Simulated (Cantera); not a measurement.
Feed: 1 mol CH3Cl, 0.051 mol F2, 1.9 mol H2, 0.6 mol HCl, equilibrated at 3123 K and 173 Torr.

Cantera equilibrium calculation (NASA polynomials, part measured and part estimated; ideal gas, pure solids and liquids). Candidate condensed phases: C, C6H6, C7H8, C8H18; 118 gas species. The tables' values for CCl are old estimates; treat these amounts as uncertain. Rates play no part.

### Question
What is the equilibrium state?

### Answer
```json
{
  "x(H2)": "0.369",
  "x(H)": "0.287",
  "x(HCl)": "0.184",
  "x(Cl)": "0.0968",
  "x(C2H2 (acetylene))": "0.0323",
  "x(HF)": "0.0178",
  "x(C2H)": "0.00512",
  "x(C3)": "0.00477",
  "x(C4H2)": "0.00118",
  "n(C(graphite))": "0.443 mol",
  "gas_amount": "5.695 mol"
}
```
